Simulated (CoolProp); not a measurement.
Vapour-liquid equilibrium of ethylene (1) + propylene (2) at 220.6 K; x and y are mole fractions of (1).

The numbers come from the multi-fluid Helmholtz-energy mixture model, Smukala 2000 and Lemmon 2013; pair parameters Bell 2016 in CoolProp.

Question: Give the bubble pressure and the first vapour's composition at x = 0.45, 0.65, 0.85. Is there an azeotrope?

Answer: x = 0.45: 478.9 kPa, y = 0.891; x = 0.65: 652.0 kPa, y = 0.944; x = 0.85: 829.9 kPa, y = 0.978. No azeotrope shows between x = 0.05 and 0.95.

The pair parameters rest on a limited set of measurements; away from them the model extrapolates.
